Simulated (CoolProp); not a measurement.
Ammonia along the isobar 28.6 MPa: Z from the reference equation and from simpler models built on Tc = 405.6 K, pc = 11.36 MPa, ω = 0.256; each cubic takes its own stable root.

Computed with CoolProp (reference Helmholtz-energy equation of state, Gao 2020).

```csv
T (K),phase,reference,Redlich-Kwong,Soave-Redlich-Kwong,Peng-Robinson
260.1,liquid,0.3352,0.4329,0.4220,0.3748
271.1,liquid,0.3280,0.4235,0.4123,0.3660
282,liquid,0.3217,0.4156,0.4041,0.3586
293,liquid,0.3163,0.4088,0.3971,0.3524
303.9,liquid,0.3118,0.4033,0.3916,0.3474
314.9,liquid,0.3081,0.3989,0.3872,0.3435
325.8,liquid,0.3053,0.3958,0.3842,0.3409
336.8,liquid,0.3033,0.3937,0.3825,0.3396
347.7,liquid,0.3022,0.3929,0.3823,0.3396
358.7,liquid,0.3022,0.3934,0.3836,0.3411
369.6,liquid,0.3032,0.3953,0.3867,0.3443
```
